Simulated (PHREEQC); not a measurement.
Dissolve 0.0013 mol/kgw HCl and 0.0013 mol/kgw CuSO4 at 20 °C. Closed to the air; pH follows from the charge balance.

The numbers come from PHREEQC with the ion-association model, phreeqc.dat.

Precipitation was switched off in this run.

Question: Order these Cu species by the share of Cu that they hold, largest first: CuCl+, Cu+2, CuSO4.

Answer: Cu+2 (90 %), CuSO4 (10 %), CuCl+ (0.18 %)

Question: Order these S species by the share of S that they hold, largest first: SO4-2, CuSO4, HSO4-.

Answer: SO4-2 (83 %), CuSO4 (10 %), HSO4- (6.5 %)

The pH is 2.95 and the ionic strength 0.00579 mol/kgw.
